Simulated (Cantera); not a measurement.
A closed system holds: 1 mol SiH2Cl2, 180 mol N2, held at 0.260 bar.

Method: chemical equilibrium by Gibbs-energy minimisation in Cantera with the NASA 1993 tables (ideal gas, pure condensed phases). Candidate condensed phases: NH4Cl, Si, Si3N4; 28 gas species. N2 is the only nitrogen source here; it is nearly inert below about 1500 K, so the nitride shown seldom forms there in practice. The tables' values for SiCl3 are old estimates; treat these amounts as uncertain. Rates play no part. All values below are at 1198 K.

Base state: N2 0.990, HCl 0.00886, H2 0.00109, SiCl4 0.000529, SiCl3 1.50e-5 (mole fractions); condensed: Si3N4(s).

Task: What changes in the equilibrium state with this change: pressure from 0.260 bar to 13.0 mbar?

Result: 
```
species          before     after
-------------  --------  --------
N2                0.990     0.989
HCl             0.00886   0.00931
H2              0.00109  0.000859
SiCl4          0.000529  0.000379
SiCl2           3.77e-6   3.87e-5
SiCl3           1.50e-5   4.07e-5
Si3N4(s), mol     0.300     0.306
```

Task: What changes in the equilibrium state with this change: 0.8 mol O2 added?

Result: 
```
species                before     after
-------------------  --------  --------
N2                      0.990     0.989
HCl                   0.00886    0.0106
H2                    0.00109  0.000198
SiCl4                0.000529   9.82e-5
SiCl3                 1.50e-5   9.95e-7
Si3N4(s), mol           0.300         0
SiO2(β-quartz), mol         0     0.739
Si2N2O(s), mol              0     0.121
```
Mutual solubility and eutectic melting of coexisting phases are not modelled. The tables hold silica as quartz up to 1696 K and as liquid above; real silica turns to tridymite and cristobalite and melts near 1996 K. Further candidate phases: H2O, SiO2, Si2N2O.
